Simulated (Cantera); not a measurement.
Charge: 1 mol SiH4, 46 mol N2, at 0.0350 bar.

These are equilibrium values from Cantera (NASA tables, ideal gas, pure condensed phases), not measurements of a reactor. Candidate condensed phases: Si, Si3N4; 18 gas species. N2 is the only nitrogen source here; it is nearly inert below about 1500 K, so the nitride shown seldom forms there in practice. Kinetics and transport are ignored.

Question: Which condensed phases are stable at each of these points (T (K)): 750, 950, 1150, 1350, 1550, 1750, 1950?

Answer: 
```json
[
 {"T (K)": "750", "condensed phases": "Si3N4(s)", "Si condensed (%)": "100.0"},
 {"T (K)": "950", "condensed phases": "Si3N4(s)", "Si condensed (%)": "100.0"},
 {"T (K)": "1150", "condensed phases": "Si3N4(s)", "Si condensed (%)": "100.0"},
 {"T (K)": "1350", "condensed phases": "Si3N4(s)", "Si condensed (%)": "100.0"},
 {"T (K)": "1550", "condensed phases": "Si3N4(s)", "Si condensed (%)": "100.0"},
 {"T (K)": "1750", "condensed phases": "Si3N4(s)", "Si condensed (%)": "99.9"},
 {"T (K)": "1950", "condensed phases": "Si(l)", "Si condensed (%)": "95.9"}
]
```

From 750 K to 1750 K the condensed part is Si3N4(s). At 1950 K the condensed part is Si(l).
